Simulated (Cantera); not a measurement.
## Al2O3 + H2 (sublimation and decomposition of ceramics)

Input: 1 mol Al2O3, 0.051 mol H2, at 0.00133 bar.

Method: chemical equilibrium by Gibbs-energy minimisation in Cantera with the NASA 1993 tables (ideal gas, pure condensed phases). Candidate condensed phases: Al, Al2O3, H2O; 19 gas species. The tables' values for AlOH are old estimates; treat these amounts as uncertain. The numbers say what is thermodynamically allowed, not how fast it happens.

From 2073 K to 2298 K the condensed part is Al2O3(s). From 2373 K to 2898 K the condensed part is Al2O3(l). At 2973 K nothing is condensed. The main Al-bearing gas is Al throughout.

```
T (K)  log p H2  log p H  log p O  log p Al  log p AlO  log p Al2O  log p O2  log p H2O  log p OH  n Al2O3(s)  n Al2O3(l)
-----  --------  -------  -------  --------  ---------  ----------  --------  ---------  --------  ----------  ----------
2073      -2.91    -4.03    -8.86     -5.78      -7.75       -6.61    -11.84      -5.52     -7.59       1.000           0
2148      -2.93    -3.84    -8.14     -5.53      -7.23       -6.31    -10.84      -5.26     -7.07       1.000           0
2223      -2.96    -3.67    -7.46     -5.30      -6.74       -6.04     -9.90      -5.03     -6.58       1.000           0
2298      -3.00    -3.52    -6.82     -5.09      -6.29       -5.79     -9.02      -4.82     -6.13       1.000           0
2373      -3.06    -3.38    -6.23     -4.91      -5.89       -5.60     -8.20      -4.65     -5.73           0       1.000
2448      -3.14    -3.27    -5.68     -4.75      -5.53       -5.44     -7.45      -4.52     -5.37           0       0.999
2523      -3.24    -3.18    -5.16     -4.59      -5.19       -5.29     -6.75      -4.44     -5.05           0       0.999
2598      -3.38    -3.11    -4.69     -4.44      -4.86       -5.13     -6.11      -4.41     -4.77           0       0.998
2673      -3.57    -3.07    -4.27     -4.25      -4.55       -4.94     -5.55      -4.46     -4.57           0       0.996
2748      -3.84    -3.09    -3.89     -4.04      -4.23       -4.71     -5.07      -4.62     -4.44           0       0.992
2823      -4.30    -3.20    -3.56     -3.81      -3.93       -4.45     -4.67      -5.01     -4.45           0       0.977
2898      -5.75    -3.82    -3.26     -3.57      -3.64       -4.17     -4.32      -6.40     -4.99           0       0.806
2973      -7.32    -4.50    -3.19     -3.45      -3.68       -4.34     -4.40      -8.13     -5.80           0           0
```
log p: log10 of the partial pressure in bar; n: condensed amount in mol.
